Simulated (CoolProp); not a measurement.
Properties of n-octane at several states.

The numbers come from the reference Helmholtz-energy equation of state, Beckmüller 2019 in CoolProp.

```json
[
 {"T (K)": "602.8", "p (kPa)": "29.6", "phase": "gas", "cp (kJ/(kg K))": "2.875", "cv (kJ/(kg K))": "2.801", "Joule-Thomson coefficient (K/MPa)": "6.517"},
 {"T (K)": "329", "p (kPa)": "2110", "phase": "liquid", "cp (kJ/(kg K))": "2.340", "cv (kJ/(kg K))": "1.897", "Joule-Thomson coefficient (K/MPa)": "-0.3799"},
 {"T (K)": "297.1", "p (kPa)": "81.7", "phase": "liquid", "cp (kJ/(kg K))": "2.224", "cv (kJ/(kg K))": "1.784", "Joule-Thomson coefficient (K/MPa)": "-0.4222"},
 {"T (K)": "492.2", "p (kPa)": "268", "phase": "gas", "cp (kJ/(kg K))": "2.534", "cv (kJ/(kg K))": "2.430", "Joule-Thomson coefficient (K/MPa)": "14.08"},
 {"T (K)": "265.5", "p (kPa)": "11100", "phase": "liquid", "cp (kJ/(kg K))": "2.108", "cv (kJ/(kg K))": "1.691", "Joule-Thomson coefficient (K/MPa)": "-0.4725"}
]
```
